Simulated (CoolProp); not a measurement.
A simple Rankine cycle with R227EA: condensing at 318.15 K, boiler at 1.95 MPa, turbine inlet 395.4 K, turbine efficiency 0.9, pump efficiency 0.6, no recuperator. Each further row changes one setting.

Values from CoolProp's reference Helmholtz-energy equation of state, Lemmon 2016.

| case | thermal efficiency (%) | net work (kJ/kg) | heat in (kJ/kg) | turbine exit temperature (K) | volume ratio over the turbine |
|---|---|---|---|---|---|
| as stated | [?] | 11.1 | 162 | 372.0 | 2.61 |
| turbine inlet 415.4 K | 6.7 | 12.3 | [?] | 393.0 | [?] |
| condensing temperature 310.15 K | 8.2 | 14.2 | 172 | [?] | 3.27 |
| boiler pressure 1.36 MPa | 4.3 | [?] | 169 | [?] | 1.73 |
| turbine efficiency 0.8 | [?] | 9.73 | 162 | 373.5 | 2.62 |

Complete the blanks.


- as stated, thermal efficiency (%): 6.9
- turbine inlet 415.4 K, heat in (kJ/kg): 184
- turbine inlet 415.4 K, volume ratio over the turbine: 2.54
- condensing temperature 310.15 K, turbine exit temperature (K): 367.1
- boiler pressure 1.36 MPa, net work (kJ/kg): 7.22
- boiler pressure 1.36 MPa, turbine exit temperature (K): 382.6
- turbine efficiency 0.8, thermal efficiency (%): 6.0
